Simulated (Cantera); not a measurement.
What does this Cantera script print?

```python
import numpy as np
import cantera as ct

gas = ct.Solution("h2o2.yaml")
gas.TPX = 1100, 740, {'H2': 0.095, 'O2': 1, 'N2': 4.6, 'H2O': 0.31}
reactor = ct.IdealGasConstPressureReactor(gas, energy="off", clone=False)
net = ct.ReactorNet([reactor])
net.rtol, net.atol = 1e-08, 1e-18
show = ['H2', 'O2', 'HO2', 'H2O', 'OH']
times = np.geomspace(7e-05, 6, 14)

steps = ct.SolutionArray(gas, extra=["t"])
rows = []
print(f"{'t/s':>10s}{'T/K':>9s}{'P/Pa':>11s}" + "".join(f"{s:>11s}" for s in show))
for t in times:
    while net.time < t:
        t_next = net.step()
        steps.append(gas.state, t=t_next)
    rows.append([np.interp(t, steps.t, y) for y in (steps.T, steps.P, *steps(*show).X.T)])
    print(f"{t:10.3e}{rows[-1][0]:9.1f}{rows[-1][1]:11.4g}" + "".join(f"{x:11.3e}" for x in rows[-1][2:]))
rate = np.gradient(steps.T, steps.t)
print("integrator steps:", len(steps.t))
if steps.T.max() > steps.T[0] + 200:
    print(f"time of steepest temperature rise: {steps.t[rate.argmax()]:.4e} s")
gas.TPX = 1100, 740, {'H2': 0.095, 'O2': 1, 'N2': 4.6, 'H2O': 0.31}
gas.equilibrate("TP")
print(f"equilibrium (TP): T = {gas.T:.1f} K  " + "  ".join(f"{s} {gas[s].X[0]:.3e}" for s in show))
```

Result:

```
       t/s      T/K       P/Pa         H2         O2        HO2        H2O         OH
 7.000e-05   1100.0        740  1.582e-02  1.665e-01  1.204e-11  5.162e-02  6.516e-13
 1.677e-04   1100.0        740  1.582e-02  1.665e-01  2.886e-11  5.162e-02  3.053e-12
 4.018e-04   1100.0        740  1.582e-02  1.665e-01  6.918e-11  5.162e-02  1.378e-11
 9.627e-04   1100.0        740  1.582e-02  1.665e-01  1.660e-10  5.162e-02  5.699e-11
 2.307e-03   1100.0        740  1.582e-02  1.665e-01  3.996e-10  5.162e-02  2.625e-10
 5.526e-03   1100.0        740  1.582e-02  1.665e-01  9.944e-10  5.162e-02  2.897e-09
 1.324e-02   1100.0        740  1.582e-02  1.665e-01  1.096e-08  5.163e-02  5.293e-07
 3.172e-02   1100.0        740  3.093e-03  1.588e-01  8.095e-07  6.130e-02  1.342e-03
 7.600e-02   1100.0        740  1.057e-03  1.578e-01  7.839e-07  6.398e-02  1.122e-03
 1.821e-01   1100.0        740  6.999e-04  1.584e-01  7.419e-07  6.554e-02  9.114e-04
 4.363e-01   1100.0        740  2.968e-04  1.592e-01  6.186e-07  6.702e-02  5.910e-04
 1.045e+00   1100.0        740  7.200e-05  1.597e-01  3.645e-07  6.771e-02  2.898e-04
 2.504e+00   1100.0        740  1.329e-05  1.598e-01  1.290e-07  6.790e-02  1.248e-04
 6.000e+00   1100.0        740  2.740e-06  1.599e-01  3.611e-08  6.795e-02  5.706e-05
integrator steps: 1341
equilibrium (TP): T = 1100.0 K  H2 2.622e-09  O2 1.599e-01  HO2 7.859e-10  H2O 6.798e-02  OH 1.791e-06
```

Cantera simulation using the H2/O2 subset of GRI-Mech 3.0, which has no nitrogen chemistry; the numbers are that mechanism's predictions, not measurements. Radical loss at walls, strong at low pressure, is not modelled.
